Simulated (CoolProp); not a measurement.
Vapour-liquid equilibrium of CH2F2 (R32) (1) + R236FA (2) at 287.7 K; x and y are mole fractions of (1).

The numbers come from the multi-fluid Helmholtz-energy mixture model, Tillner-Roth 1997 and Pan 2012; pair parameters Bell 2016 in CoolProp.

Q: Give the bubble pressure and the first vapour's composition at x = 0.35, 0.5, 0.65. Is there an azeotrope?

A: x = 0.35: 0.5372 MPa, y = 0.739; x = 0.5: 0.6952 MPa, y = 0.835; x = 0.65: 0.8563 MPa, y = 0.899. No azeotrope shows between x = 0.05 and 0.95.

Pair parameters are fitted to limited data, so mixtures are less certain than the pure fluids.
